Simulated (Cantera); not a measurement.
A perfectly stirred reactor is fed with CH4 : H2O : H2 = 1 : 2.6 : 0.5 (molar parts), at 3.85 atm; it is held at 2148 K, and followed from long to short residence time.

Detailed kinetics in Cantera: GRI-Mech 3.0 (53 species, 325 reactions).

x: mole fraction; the columns are a selection and need not sum to one.

| τ (s) | x CH4 | x H2O | x H2 | x C2H2 | x O | x H |
|---|---|---|---|---|---|---|
| 2.7 | 8.10e-5 | 0.249 | 0.585 | 5.97e-7 | 1.73e-7 | 0.00162 |
| 0.71 | 0.000302 | 0.250 | 0.585 | 8.06e-6 | 1.72e-7 | 0.00161 |
| 0.18 | 0.00109 | 0.251 | 0.583 | 0.000103 | 1.72e-7 | 0.00161 |
| 0.047 | 0.00328 | 0.257 | 0.577 | 0.000910 | 1.75e-7 | 0.00160 |
| 0.012 | 0.00815 | 0.275 | 0.560 | 0.00518 | 1.84e-7 | 0.00157 |
| 0.0031 | ? | ? | 0.520 | ? | ? | 0.00151 |
| 0.00081 | 0.0301 | 0.393 | 0.456 | 0.0362 | 2.24e-7 | 0.00140 |
| 0.00021 | ? | ? | ? | ? | ? | ? |

### Question
Complete the blanks.

### Answer

- 0.0031, x CH4: 0.0167
- 0.0031, x H2O: 0.320
- 0.0031, x C2H2: 0.0174
- 0.0031, x O: 2.00e-7
- 0.00021, x CH4: 0.0523
- 0.00021, x H2O: 0.471
- 0.00021, x H2: 0.381
- 0.00021, x C2H2: 0.0501
- 0.00021, x O: 2.56e-7
- 0.00021, x H: 0.00124
